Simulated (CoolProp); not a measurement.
Vapour pressure (bar) of R113: the reference equation beside estimates from Tc = 487.2 K, pc = 33.92 bar, ω = 0.253. Clausius-Clapeyron is anchored at 297.5 K with a constant enthalpy of vaporisation of 28.39 kJ/mol.

Values from CoolProp's reference Helmholtz-energy equation of state, Marx 1992.

```tsv
T (K)	reference	Lee-Kesler	Clausius-Clapeyron	Soave-Redlich-Kwong	Peng-Robinson
287.2	0.2857	0.2811	0.2895	0.2840	0.2914
289.8	___	0.3143	0.3221	0.3171	0.3248
292.4	0.3557	___	0.3577	0.3534	0.3613
295	0.3954	0.3900	0.3965	0.3930	0.4009
297.5	0.4370	___	0.4370	0.4343	0.4423
300.1	0.4838	0.4780	0.4827	0.4809	0.4889
302.7	0.5345	0.5286	0.5322	0.5314	0.5393
305.3	0.5894	0.5834	0.5859	0.5860	0.5938
307.9	0.6486	0.6426	0.6439	0.6451	0.6526
310.4	0.7099	0.7039	0.7041	0.7062	0.7134
313	0.7784	0.7725	0.7715	0.7746	0.7813
315.6	0.8520	0.8462	0.8440	0.8480	0.8543
318.2	___	0.9254	0.9221	0.9269	0.9325
320.7	1.012	1.007	___	1.008	1.013
323.3	1.102	1.097	1.092	1.098	1.102
```

**Question.** Fill in the missing entries.

**Answer.** 
- 289.8, reference: 0.3192
- 292.4, Lee-Kesler: 0.3505
- 297.5, Lee-Kesler: 0.4314
- 318.2, reference: 0.9309
- 320.7, Clausius-Clapeyron: 1.003

Absolute difference from the reference over all 15 rows, mean and median: Lee-Kesler 1.0 and 1.0 %, Clausius-Clapeyron 0.7 and 0.8 %, Soave-Redlich-Kwong 0.5 and 0.6 %, Peng-Robinson 0.8 and 0.7 %.
